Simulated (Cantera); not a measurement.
A closed system holds: 1 mol SiH2Cl2, 9.8 mol NO, 9.2 mol H2, held at 0.0100 bar.

These are equilibrium values from Cantera (NASA tables, ideal gas, pure condensed phases), not measurements of a reactor. Candidate condensed phases: H2O, NH4Cl, Si, SiO2, Si2N2O, Si3N4; 47 gas species. The tables hold silica as quartz up to 1696 K and as liquid above; real silica turns to tridymite and cristobalite and melts near 1996 K. The numbers say what is thermodynamically allowed, not how fast it happens.

Problem. Which condensed phases are stable at each of these points (T (K)): 600, 700, 800, 900, 1000, 1100, 1200, 1300, 1400?

Solution. 
```
T (K)  condensed phases  Si condensed (%)
-----  ----------------  ----------------
600      SiO2(α-quartz)             100.0
700      SiO2(α-quartz)             100.0
800      SiO2(α-quartz)             100.0
900      SiO2(β-quartz)             100.0
1000     SiO2(β-quartz)             100.0
1100     SiO2(β-quartz)             100.0
1200     SiO2(β-quartz)             100.0
1300     SiO2(β-quartz)             100.0
1400     SiO2(β-quartz)             100.0
```

From 600 K to 800 K the condensed part is SiO2(α-quartz). From 900 K to 1400 K the condensed part is SiO2(β-quartz).
